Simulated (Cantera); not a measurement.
Charge: 1 mol SiCl₄, 28 mol N₂, 0.42 mol H₂, 19 mol NH₃, held at 1002 °C and 58.0 Pa.

Method: chemical equilibrium by Gibbs-energy minimisation in Cantera with the NASA 1993 tables (ideal gas, pure condensed phases). Candidate condensed phases: NH₄Cl, Si, Si₃N₄; 28 gas species. Equilibrium is a limit: real reactors are often held back by kinetics, nucleation or transport.

Base state: N₂ 0.544, H₂ 0.397, HCl 0.0586, SiCl₂ 0.000194, H 1.93e-5 (mole fractions); condensed: Si₃N₄(s).

Problem. What changes in the equilibrium state with this change: NH₃ from 19 to 0.3 mol?

Solution. 
```
species          before    after
-------------  --------  -------
N₂                0.544    0.918
HCl              0.0586   0.0511
SiCl₂          0.000194   0.0143
H₂                0.397  0.00289
SiCl₄           1.21e-6  0.00935
SiCl₃           6.01e-6  0.00454
Si₃N₄(s), mol     0.329   0.0457
```
The tables' values for SiCl₃ are old estimates; treat these amounts as uncertain.
